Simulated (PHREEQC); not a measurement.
Solution (10 °C): 0.0011 mol/kgw Cu(NO3)2, 0.24 mol/kgw HCl and 6.6e-05 mol/kgw H3BO3. Closed to the air; pH follows from the charge balance.

The numbers come from PHREEQC with the ion-association model, phreeqc.dat.

Precipitation was switched off in this run.

### Question
Predict the pH.

### Answer
pH 0.72.

### Question
In which forms is Cu present?

### Answer
Cu+2 91 %, CuCl+ 8.6 % of the Cu.

Away from 25 °C the constants follow the database's enthalpies or fits; those with neither stay at their 25 °C values.
